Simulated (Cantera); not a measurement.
Mixture: H₂ : O₂ : N₂ = 1 : 0.877 : 3.42 (molar parts), at 19500 Torr, adiabatic and at constant pressure. Ignition delay is the time to a rise of 400 K.

Cantera simulation using the H2/O2 subset of GRI-Mech 3.0, which has no nitrogen chemistry; the numbers are that mechanism's predictions, not measurements. The hydrogen kinetics of GRI-Mech 3.0 are dated; newer H2 mechanisms differ, most at raised pressure. The pressure lies above the range GRI-Mech 3.0 was tuned for (to about 10 atm). Below about 950 K walls govern HO2 and H2O2 in real vessels.

```
quantity                                                before       after
--------------------------------------------------  ----------  ----------
delay at 925 K                                         44.3 ms     61.3 ms
delay at 1000 K                                        7.35 ms     10.2 ms
delay at 1075 K                                        1.53 ms     2.13 ms
delay at 1150 K                                       0.370 ms    0.514 ms
delay at 1225 K                                        94.9 µs    0.131 ms
delay at 1300 K                                        22.8 µs     31.0 µs
delay at 1375 K                                        4.14 µs     5.81 µs
apparent activation energy between 1225 and 1375 K  290 kJ/mol  290 kJ/mol
```

Problem. Which change was made?
(A) pressure from 19500 Torr to 2550 Torr
(B) pressure from 19500 Torr to 900 Torr
(C) N2 3.42 to 6.2 parts
(D) pressure from 19500 Torr to 760 Torr

Solution. C, N2 3.42 to 6.2 parts
